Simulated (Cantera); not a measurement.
Stirred combustor or abatement burner

A perfectly stirred reactor is fed with 21.9 % H₂, 6.44 % O₂, 64.4 % N₂, 7.23 % H₂O, at 100000 Pa; it is adiabatic with a 400 K inlet, and is followed from long to short residence time, starting on the burning branch (τ in s: 0.039, 0.017, 0.0073, 0.0032, 0.0014, 0.0006, 0.00026, 0.00011, 4.9e-05, 2.1e-05, 9.1e-06, 4e-06).

Model: the H2/O2 subset of GRI-Mech 3.0, which has no nitrogen chemistry, integrated in Cantera.

```tsv
τ (s)	T (K)	x H₂	x O₂	x H₂O	x HO₂	x H	x O	x OH
0.039	1379	0.0955	0.000171	0.214	1.89e-7	0.00245	3.78e-6	0.000102
0.017	1370	0.0951	0.000273	0.214	3.06e-7	0.00363	8.40e-6	0.000147
0.0073	1357	0.0945	0.000449	0.213	5.13e-7	0.00535	1.87e-5	0.000208
0.0032	1337	0.0939	0.000755	0.212	8.85e-7	0.00766	4.00e-5	0.000281
0.0014	1309	0.0934	0.00133	0.210	1.62e-6	0.0107	8.40e-5	0.000363
0.00060	1268	0.0940	0.00256	0.207	3.30e-6	0.0141	0.000174	0.000438
0.00026	1208	0.0987	0.00560	0.200	7.82e-6	0.0164	0.000333	0.000477
0.00011	400	0.219	0.0644	0.0723	<1e-12	<1e-12	<1e-12	<1e-12
4.9e-5	400	0.219	0.0644	0.0723	<1e-12	<1e-12	<1e-12	<1e-12
2.1e-5	400	0.219	0.0644	0.0723	<1e-12	<1e-12	<1e-12	<1e-12
9.1e-6	400	0.219	0.0644	0.0723	<1e-12	<1e-12	<1e-12	<1e-12
4.0e-6	400	0.219	0.0644	0.0723	<1e-12	<1e-12	<1e-12	<1e-12
```
x: mole fraction; the columns are a selection and need not sum to one.
